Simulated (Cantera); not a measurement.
A perfectly stirred reactor is fed with CH₄ : H₂ : O₂ = 0.004 : 1 : 0.0025 (molar parts), equivalence ratio 200, at 1330 Pa; it is held at 2300 K, and followed from long to short residence time.

Detailed kinetics in Cantera: GRI-Mech 3.0 (53 species, 325 reactions). Radical loss at walls, strong at low pressure, is not modelled.

Problem. Predict: x(CH₄) at τ = 5.70 s; x(H₂) at τ = 5.70 s; x(O₂) at τ = 5.70 s; x(HCO) at τ = 5.70 s; x(CH₄) at τ = 23.0 ms; x(H₂) at τ = 23.0 ms; x(O₂) at τ = 23.0 ms; x(HO₂) at τ = 23.0 ms; x(HCO) at τ = 23.0 ms.

Solution. 
```json
{
 "x(CH₄) at τ = 5.70 s": "1.04e-5",
 "x(H₂) at τ = 5.70 s": "0.924",
 "x(O₂) at τ = 5.70 s": "2.42e-8",
 "x(HCO) at τ = 5.70 s": "1.33e-9",
 "x(CH₄) at τ = 23.0 ms": "0.00166",
 "x(H₂) at τ = 23.0 ms": "0.976",
 "x(O₂) at τ = 23.0 ms": "2.56e-5",
 "x(HO₂) at τ = 23.0 ms": "7.12e-9",
 "x(HCO) at τ = 23.0 ms": "1.25e-8"
}
```
